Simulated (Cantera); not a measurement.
## Thermodynamics of nitride etching, feed Si3N4 + HCl + N2

Input: 1 mol Si3N4, 5.6 mol HCl, 1.1 mol N2, held at 30.0 Pa.

Method: chemical equilibrium by Gibbs-energy minimisation in Cantera with the NASA 1993 tables (ideal gas, pure condensed phases). Candidate condensed phases: NH4Cl, Si, Si3N4; 28 gas species. The tables' values for SiCl3, SiCl, SiN are old estimates; treat these amounts as uncertain. Gases not in the tables: Si2H6 and higher silanes. Kinetics and transport are ignored.

```json
[
 {"T (K)": "998", "x HCl": "0.491", "x N2": "0.231", "x H2": "0.185", "x SiCl2": "7.94e-5", "x Si": "<1e-12", "x SiCl4": "0.0919", "x H": "5.34e-8", "x Cl": "1.32e-7", "x SiCl3": "0.000546", "x SiCl": "<1e-12", "n Si3N4(s)": "0.799", "n Si(s)": "0", "n Si(l)": "0"},
 {"T (K)": "1098", "x HCl": "0.509", "x N2": "0.228", "x H2": "0.174", "x SiCl2": "0.00167", "x Si": "<1e-12", "x SiCl4": "0.0837", "x H": "5.96e-7", "x Cl": "1.56e-6", "x SiCl3": "0.00316", "x SiCl": "6.58e-11", "n Si3N4(s)": "0.806", "n Si(s)": "0", "n Si(l)": "0"},
 {"T (K)": "1198", "x HCl": "0.506", "x N2": "0.230", "x H2": "0.168", "x SiCl2": "0.0191", "x Si": "2.28e-11", "x SiCl4": "0.0652", "x H": "4.50e-6", "x Cl": "1.18e-5", "x SiCl3": "0.0119", "x SiCl": "8.89e-9", "n Si3N4(s)": "0.786", "n Si(s)": "0", "n Si(l)": "0"},
 {"T (K)": "1298", "x HCl": "0.434", "x N2": "0.249", "x H2": "0.176", "x SiCl2": "0.0976", "x Si": "4.63e-9", "x SiCl4": "0.0239", "x H": "2.59e-5", "x Cl": "5.41e-5", "x SiCl3": "0.0198", "x SiCl": "4.42e-7", "n Si3N4(s)": "0.663", "n Si(s)": "0", "n Si(l)": "0"},
 {"T (K)": "1398", "x HCl": "0.296", "x N2": "0.281", "x H2": "0.215", "x SiCl2": "0.194", "x Si": "4.20e-7", "x SiCl4": "0.00258", "x H": "0.000127", "x Cl": "0.000144", "x SiCl3": "0.0108", "x SiCl": "8.60e-6", "n Si3N4(s)": "0.468", "n Si(s)": "0", "n Si(l)": "0"},
 {"T (K)": "1498", "x HCl": "0.180", "x N2": "0.307", "x H2": "0.257", "x SiCl2": "0.251", "x Si": "2.09e-5", "x SiCl4": "0.000192", "x H": "0.000503", "x Cl": "0.000283", "x SiCl3": "0.00389", "x SiCl": "9.52e-5", "n Si3N4(s)": "0.314", "n Si(s)": "0", "n Si(l)": "0"},
 {"T (K)": "1598", "x HCl": "0.136", "x N2": "0.356", "x H2": "0.253", "x SiCl2": "0.251", "x Si": "0.000312", "x SiCl4": "2.58e-5", "x H": "0.00155", "x Cl": "0.000656", "x SiCl3": "0.00162", "x SiCl": "0.000486", "n Si3N4(s)": "0", "n Si(s)": "0.796", "n Si(l)": "0"},
 {"T (K)": "1698", "x HCl": "0.133", "x N2": "0.354", "x H2": "0.252", "x SiCl2": "0.251", "x Si": "0.00219", "x SiCl4": "6.86e-6", "x H": "0.00419", "x Cl": "0.00172", "x SiCl3": "0.000932", "x SiCl": "0.00165", "n Si3N4(s)": "0", "n Si(s)": "0", "n Si(l)": "0.764"},
 {"T (K)": "1798", "x HCl": "0.137", "x N2": "0.349", "x H2": "0.242", "x SiCl2": "0.242", "x Si": "0.0103", "x SiCl4": "2.37e-6", "x H": "0.01000", "x Cl": "0.00434", "x SiCl3": "0.000595", "x SiCl": "0.00436", "n Si3N4(s)": "0", "n Si(s)": "0", "n Si(l)": "0.716"},
 {"T (K)": "1898", "x HCl": "0.136", "x N2": "0.334", "x H2": "0.223", "x SiCl2": "0.224", "x Si": "0.0409", "x SiCl4": "8.44e-7", "x H": "0.0213", "x Cl": "0.00978", "x SiCl3": "0.000373", "x SiCl": "0.0102", "n Si3N4(s)": "0", "n Si(s)": "0", "n Si(l)": "0.433"},
 {"T (K)": "1998", "x HCl": "0.146", "x N2": "0.308", "x H2": "0.185", "x SiCl2": "0.185", "x Si": "0.0940", "x SiCl4": "3.97e-7", "x H": "0.0398", "x Cl": "0.0235", "x SiCl3": "0.000252", "x SiCl": "0.0166", "n Si3N4(s)": "0", "n Si(s)": "0", "n Si(l)": "0"}
]
```
x: gas mole fraction; n: condensed amount in mol.

From 998 K to 1498 K the condensed part is Si3N4(s). At 1598 K the condensed part is Si(s). From 1698 K to 1898 K the condensed part is Si(l). At 1998 K nothing is condensed. The main Si-bearing gas is SiCl4 at 998 K and SiCl2 at 1998 K. The share of Si in condensed phases is highest at 1098 K (80.6 %) and lowest at 1998 K (0.0 %).
